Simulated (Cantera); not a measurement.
## Equilibrium for aluminium and copper etching: Al + I2

A closed system holds: 1 mol Al, 1.9 mol I2, held at 13.3 mbar.

Method: chemical equilibrium by Gibbs-energy minimisation in Cantera with the NASA 1993 tables (ideal gas, pure condensed phases). Candidate condensed phases: Al, AlI3, I2; 7 gas species. Rates play no part.

From 300 °C to 750 °C nothing is condensed. The main Al-bearing gas is AlI3 throughout.

```json
[
 {"T (°C)": "300", "x AlI3": "0.496", "x I2": "0.334", "x I": "0.000293", "x Al2I6": "0.170"},
 {"T (°C)": "375", "x AlI3": "0.676", "x I2": "0.293", "x I": "0.00175", "x Al2I6": "0.0295"},
 {"T (°C)": "450", "x AlI3": "0.705", "x I2": "0.282", "x I": "0.00747", "x Al2I6": "0.00503"},
 {"T (°C)": "525", "x AlI3": "0.704", "x I2": "0.271", "x I": "0.0242", "x Al2I6": "0.00114"},
 {"T (°C)": "600", "x AlI3": "0.692", "x I2": "0.246", "x I": "0.0622", "x Al2I6": "0.000326"},
 {"T (°C)": "675", "x AlI3": "0.668", "x I2": "0.202", "x I": "0.130", "x Al2I6": "0.000111"},
 {"T (°C)": "750", "x AlI3": "0.635", "x I2": "0.142", "x I": "0.223", "x Al2I6": "4.29e-5"}
]
```
x: gas mole fraction; nothing condenses.
